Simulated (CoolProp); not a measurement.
Vapour-liquid equilibrium of R152A (1) + isobutane (2) at 342.9 K; x and y are mole fractions of (1).

Values from CoolProp's multi-fluid Helmholtz-energy mixture model, Outcalt 1996 and Bücker 2006; pair parameters Bell 2016.

Task: Give the bubble pressure and the first vapour's composition at x = 0.05, 0.2, 0.425. Is there an azeotrope?

Result: x = 0.05: 1.213 MPa, y = 0.125; x = 0.2: 1.527 MPa, y = 0.357; x = 0.425: 1.824 MPa, y = 0.548. y crosses x between x = 0.725 and 0.8: the model has an azeotrope there.

The pair parameters rest on a limited set of measurements; away from them the model extrapolates.
